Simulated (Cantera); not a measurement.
Cantera run:

```python
import numpy as np
import cantera as ct

gas_names = """
    H HNO HNO2 HNO3 HO2 H2 H2O H2O2 Hg N NH NH2 NH3 NH2OH NO NO2 NO3 N2 N2H2 N2H4 N2O O OH O2 O3
""".split()
cond_names = """
    H2O(s) H2O(L) Hg(cr) Hg(L) HgO(s)
""".split()


def load(file, names, dense=False):
    # The tables refer to 1 bar. Condensed volumes are neglected.
    table = {s.name: s for s in ct.Species.list_from_file(file)}
    out = []
    for n in names:
        d = dict(table[n].input_data)
        d["thermo"] = dict(d["thermo"], **{"reference-pressure": 1e5})
        if dense:
            d["equation-of-state"] = {"model": "constant-volume", "density": "1e6 g/cm^3"}
        out.append(ct.Species.from_dict(d))
    return out


gas = ct.Solution(thermo="ideal-gas", species=load("nasa_gas.yaml", gas_names))
cond = {s.name: ct.Solution(thermo="fixed-stoichiometry", species=[s], name=s.name)
        for s in load("nasa_condensed.yaml", cond_names, dense=True)}
atoms = {
    'HgO': {'Hg': 1, 'O': 1},
    'N2': {'N': 2},
    'H2': {'H': 2},
}
top_T = {}  # K; cautious upper limits of use, not melting points


def equilibrate(T, P, feed):
    n = {}
    for name, mol in feed.items():
        for a, k in atoms[name].items():
            n[a] = n.get(a, 0.0) + k * mol
    gas.TPX = T, P, n
    mass = sum(n.values()) * gas.mean_molecular_weight
    gas.equilibrate("TP")
    valid = [c for c in cond.values() if c.min_temp <= T <= top_T.get(c.name, c.max_temp)]
    mix = ct.Mixture([(gas, mass / gas.mean_molecular_weight)] + [(c, 0.0) for c in valid])
    mix.T, mix.P = T, P
    mix.equilibrate("TP", solver="vcs", rtol=1e-11, max_steps=5000)
    return mix


results = []
feed = {'HgO': 1, 'N2': 0.19, 'H2': 7.4}  # mol
T = 648.15  # K
P = 1333.22  # Pa
mix = equilibrate(T, P, feed)
results.append((T, P, feed, dict(zip(mix.species_names, mix.species_moles))))
print(gas.report(threshold=0.001))
for i in range(1, mix.n_phases):
    print(f"{mix.phase(i).name:16s} {mix.phase_moles(i):12.5e} mol")
```

Result:

```
       temperature   648.15 K
          pressure   1333.2 Pa
           density   0.006821 kg/m^3
  mean mol. weight   27.571 kg/kmol
   phase of matter   gas

                          1 kg             1 kmol
                     ---------------   ---------------
          enthalpy       -3.9466e+05       -1.0881e+07  J
   internal energy       -5.9012e+05        -1.627e+07  J
           entropy            7579.6        2.0898e+05  J/K
    Gibbs function       -5.3074e+06       -1.4633e+08  J
 heat capacity c_p              1059             29198  J/K
 heat capacity c_v            757.42             20883  J/K

                      mass frac. Y      mole frac. X     chem. pot. / RT
                     ---------------   ---------------   ---------------
                H2          0.054476           0.74503           -21.159
               H2O          0.076067           0.11642           -75.029
                Hg           0.84698           0.11642           -16.714
                N2          0.022462          0.022107           -32.009
     [  +21 minor]        1.5156e-05        2.4537e-05

Hg(L)             0.00000e+00 mol
HgO(s)            0.00000e+00 mol
```

Method: chemical equilibrium by Gibbs-energy minimisation in Cantera with the NASA 1993 tables (ideal gas, pure condensed phases).
